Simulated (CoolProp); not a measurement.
Model: reference Helmholtz-energy equation of state, Zhou 2011, in CoolProp.

Question: Give the vapour pressure (bar), liquid density (kg/m³), vapour density (kg/m³), enthalpy of vaporisation (kJ/kg) of saturated dimethyl carbonate at 462.8, 473.3 K.

Answer: 
```json
[
 {"T (K)": "462.8", "p (bar)": "11.2", "liquid density (kg/m³)": "814", "vapour density (kg/m³)": "31.4", "enthalpy of vaporisation (kJ/kg)": "292"},
 {"T (K)": "473.3", "p (bar)": "13.5", "liquid density (kg/m³)": "793", "vapour density (kg/m³)": "38.2", "enthalpy of vaporisation (kJ/kg)": "280"}
]
```
